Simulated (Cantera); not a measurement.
What does this Cantera script print?

```python
import numpy as np
import cantera as ct

gas_names = """
    H HNO HNO2 HNO3 HO2 H2 H2O H2O2 N NH NH2 NH3 NH2OH NO NO2 NO3 N2 N2H2 N2H4 N2O O OH O2 O3 Si SiH
    SiH2 SiH3 SiH4 SiN SiO SiO2 Si2 Si2N Si3
""".split()
cond_names = """
    H2O(s) H2O(L) Si(cr) Si(L) SiO2(Lqz) SiO2(hqz) SiO2(L) Si2N2O(s) Si3N4(a)
""".split()


# ... load() reads the species with a 1 bar reference pressure and builds the phases ...
atoms = {
    'Si3N4': {'Si': 3, 'N': 4},
    'H2O': {'H': 2, 'O': 1},
    'H2': {'H': 2},
}
top_T = {'Si2N2O(s)': 2100, 'Si3N4(a)': 2400}  # K; cautious upper limits of use, not melting points


# ... equilibrate(T, P, feed) seeds the gas with the atoms and calls Mixture.equilibrate('TP', solver="vcs", rtol=1e-11, max_steps=5000) ...
results = []
feed = {'Si3N4': 1, 'H2O': 0.0066, 'H2': 520}  # mol
P = 133.322  # Pa
for T in [950, 1025, 1100, 1175, 1250, 1325, 1400, 1475, 1550, 1625, 1700, 1775, 1850, 1925]:
    mix = equilibrate(T, P, feed)
    results.append((T, P, feed, dict(zip(mix.species_names, mix.species_moles))))

top = {s: max(r[3][s] / sum(r[3][g] for g in gas_names) for r in results) for s in gas_names}
cols = sorted((s for s in top if top[s] > 0.0001), key=lambda s: -top[s])[:8]
seen = [c for c in cond_names if any(r[3].get(c, 0) > 1e-12 for r in results)]
print("log10 of partial pressures in bar; condensed amounts in mol")
print(f"{'T/K':>10s}" + "".join(f"{s[:9]:>10s}" for s in cols + seen))
for T, P, feed, n in results:
    ng = sum(n[g] for g in gas_names)
    print(f"{T:10.4g}" + "".join(f"{np.log10(max(n[s] / ng * P / 1e5, 1e-99)):10.3f}" for s in cols)
          + "".join(f"{n.get(c, 0):10.4g}" for c in seen))
```

Result:

```
log10 of partial pressures in bar; condensed amounts in mol
       T/K        H2         H        Si        N2       SiH    Si(cr)     Si(L) Si2N2O(s)  Si3N4(a)
       950    -2.875   -10.692   -19.359    -8.249   -18.744         0         0    0.0066    0.9956
      1025    -2.875    -9.798   -16.556    -8.249   -16.249         0         0    0.0066    0.9956
      1100    -2.875    -9.025   -14.138    -8.249   -14.097         0         0    0.0066    0.9956
      1175    -2.875    -8.349   -12.271    -7.889   -12.462  0.004239         0  0.006587    0.9942
      1250    -2.875    -7.753   -11.081    -6.899   -11.476   0.07043         0  0.006377    0.9722
      1325    -2.875    -7.224   -10.025    -6.022   -10.602    0.5514         0  0.003902    0.8127
      1400    -2.877    -6.751    -9.085    -5.292    -9.825     2.993         0         0         0
      1475    -2.877    -6.326    -8.240    -5.292    -9.127      2.99         0         0         0
      1550    -2.877    -5.940    -7.479    -5.292    -8.498     2.977         0         0         0
      1625    -2.878    -5.590    -6.788    -5.292    -7.928      2.92         0         0         0
      1700    -2.879    -5.271    -6.168    -5.293    -7.418         0       2.7         0         0
      1775    -2.881    -4.979    -5.659    -5.294    -7.010         0      2.06         0         0
      1850    -2.885    -4.711    -5.191    -5.298    -6.637         0    0.2668         0         0
      1925    -2.891    -4.465    -5.143    -5.300    -6.678         0         0         0         0
```

Method: chemical equilibrium by Gibbs-energy minimisation in Cantera with the NASA 1993 tables (ideal gas, pure condensed phases). Mutual solubility and eutectic melting of coexisting phases are not modelled. Gases not in the tables: Si2H6 and higher silanes.
